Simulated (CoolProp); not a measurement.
Values from CoolProp's reference Helmholtz-energy equation of state, de Reuck 1993.

### Question
For methanol, give the phase and the Joule-Thomson coefficient (K/MPa), isothermal compressibility (1/MPa) at 140.75 °C and 2.93 MPa; 140.75 °C and 11.7 MPa; 140.75 °C and 23.5 MPa.

### Answer
- 140.75 °C and 2.93 MPa: liquid; Joule-Thomson coefficient -0.0449, isothermal compressibility 0.00351
- 140.75 °C and 11.7 MPa: liquid; Joule-Thomson coefficient -0.104, isothermal compressibility 0.00266
- 140.75 °C and 23.5 MPa: liquid; Joule-Thomson coefficient -0.150, isothermal compressibility 0.00205
